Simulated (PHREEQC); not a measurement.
A solution holds 8.5e-05 mol/kgw H4SiO4, 0.14 mol/kgw AlCl3, 0.25 mol/kgw NH3 and 0.00016 mol/kgw (NH4)2SO4, at 54 °C. Closed to the air; pH follows from the charge balance.

The numbers come from PHREEQC with the ion-association model, phreeqc.dat.

| quantity | before | after |
|---|---|---|
| pH | 5.17 | 4.93 |
| ionic strength (mol/kgw) | 0.483 | 0.478 |
| Al(OH)2+ (mol/kgw) | 0.0890 | 0.0921 |
| AlOH+2 (mol/kgw) | 0.0294 | 0.0285 |
| Al+3 (mol/kgw) | 0.00924 | 0.00841 |
| Al(OH)3 (mol/kgw) | 0.00664 | 0.00649 |
| SI of Quartz (SiO2) | -0.42 | -0.55 |

Question: What was changed between the two runs?
A) AlCl3 from 0.14 to 0.126 mol/kgw
B) diluted 100-fold with water
C) (NH4)2SO4 from 0.00016 to 0.0008 mol/kgw
D) temperature from 54 to 75 °C
E) temperature from 54 to 65 °C

Answer: E, temperature from 54 to 65 °C

Precipitation was switched off in this run. Some of these states are supersaturated (in Al(OH)3(a), Gibbsite (slow to form), for instance). At this temperature some constants are extrapolated from 25 °C, and those without enthalpy data are left unchanged.
